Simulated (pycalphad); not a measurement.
## Phase fractions of Si-0.36Mg (at.%)

CALPHAD calculation (pycalphad, COST 507 light-alloy database (1999)), 1 atm. No gas phase is included, though pure Mg would boil below 1650 K. These are 1990s assessments: newer ones move some temperatures and phases. Amounts are mole fractions of atoms. Diffusion is slow at the low end, where real alloys seldom reach equilibrium.

| T (K) | diamond (Si) | liquid | MG2SI |
|---|---|---|---|
| 1650 | 0.933 | 0.067 | - |
| 1600 | 0.968 | 0.032 | - |
| 1550 | 0.979 | 0.021 | - |
| 1500 | 0.985 | 0.015 | - |
| 1450 | 0.988 | 0.012 | - |
| 1400 | 0.990 | 0.010 | - |
| 1350 | 0.991 | 0.009 | - |
| 1300 | 0.991 | 0.009 | - |
| 1250 | 0.992 | 0.008 | - |
| 1200 | 0.995 | - | 0.005 |
| 1150 | 0.995 | - | 0.005 |
| 1100 | 0.995 | - | 0.005 |
| 1050 | 0.995 | - | 0.005 |
| 1000 | 0.995 | - | 0.005 |
| 950 | 0.995 | - | 0.005 |
| 900 | 0.995 | - | 0.005 |
| 850 | 0.995 | - | 0.005 |
| 800 | 0.995 | - | 0.005 |
| 750 | 0.995 | - | 0.005 |
| 700 | 0.995 | - | 0.005 |
| 650 | 0.995 | - | 0.005 |
| 600 | 0.995 | - | 0.005 |
| 550 | 0.995 | - | 0.005 |
| 500 | 0.995 | - | 0.005 |
| 450 | 0.995 | - | 0.005 |
| 400 | 0.995 | - | 0.005 |
| 350 | 0.995 | - | 0.005 |

Database names, with the compositions (at.%) that they take in these runs: MG2SI: Mg 67 Si 33.
